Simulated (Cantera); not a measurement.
## Hydrocarbon pyrolysis for carbon deposition

An isothermal, constant-pressure homogeneous reactor starts with 67.9 % CH₄, 32.1 % H₂, at 1775 K and 750 Torr.

Detailed kinetics in Cantera: GRI-Mech 3.0 (53 species, 325 reactions). GRI-Mech 3.0 stops at C3 and has no aromatics, soot or wall deposition, so with more carbon than oxygen in the feed, carbon stays in small species such as C2H2 where larger ones or solid carbon would form.

```
t (s)      x CH₄   x H₂     x CH₃    x CH₂     x C₂H    x C₂H₆
--------  ------  -----  --------  -------  --------  --------
2.00e-6    0.679  0.321  0.000168  1.86e-9    <1e-12   1.60e-7
9.71e-6    0.678  0.321  0.000787  4.56e-8    <1e-12   1.68e-5
4.72e-5    0.673  0.323   0.00240  3.96e-7  2.52e-11  0.000662
0.000229   0.634  0.347   0.00347  8.19e-7   6.58e-9   0.00217
0.00111    0.471  0.462   0.00259  6.23e-7   1.07e-7   0.00118
0.00540    0.220  0.641   0.00126  3.31e-7   2.98e-7  0.000259
0.0262    0.0630  0.752  0.000398  1.26e-7   4.43e-7   2.54e-5
0.127     0.0226  0.781  0.000150  5.41e-8   4.96e-7   5.21e-6
0.618     0.0211  0.782  0.000141  5.11e-8   4.99e-7   4.81e-6
3.00      0.0211  0.782  0.000141  5.11e-8   4.99e-7   4.81e-6
```
x: mole fraction; the columns are a selection and need not sum to one.

Equilibrium at this temperature and pressure: CH₄ 0.0211, H₂ 0.782, CH₃ 0.000141, CH₂ 5.11e-8, C₂H 4.99e-7, C₂H₆ 4.81e-6 (gas phase only).
